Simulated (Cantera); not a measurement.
A closed system holds: 1 mol Ta, 2.5 mol CO2, 46 mol H2, equilibrated at 2.40 bar.

Method: chemical equilibrium by Gibbs-energy minimisation in Cantera with the NASA 1993 tables (ideal gas, pure condensed phases). Candidate condensed phases: C, C6H6, C7H8, C8H18, H2O, Ta, TaC, Ta2O5; 113 gas species. Mutual solubility and eutectic melting of coexisting phases are not modelled. TaC: taken at fixed stoichiometry. Condensed phases not in the tables: Ta2C. The numbers say what is thermodynamically allowed, not how fast it happens. All values below are at 2075 °C.

Base state: H2 0.937, CO 0.0499, H 0.00772, H2O 0.00522, TaO2 5.03e-5, CO2 4.83e-5, TaO 1.13e-5 (mole fractions); condensed: TaC(s) + Ta2O5(l).

Problem. What changes in the equilibrium state with this change: Ta replaced by Ta(OEt)5?

Solution. 
```tsv
species	before	after
H2	0.937	0.842
CO	0.0499	0.145
H	0.00772	0.00731
H2O	0.00522	1.07e-5
TaO2	5.03e-5	<1e-9
C2H2 (acetylene)	3.13e-9	0.00460
C2H4	<1e-9	1.20e-5
TaO	1.13e-5	<1e-9
C4H2	<1e-9	1.03e-5
CH3	4.93e-8	5.37e-5
TaC(s), mol	0.0727	1.00
Ta2O5(l), mol	0.462	0
C(graphite), mol	0	0.836
```
The feed counts by its element totals alone.
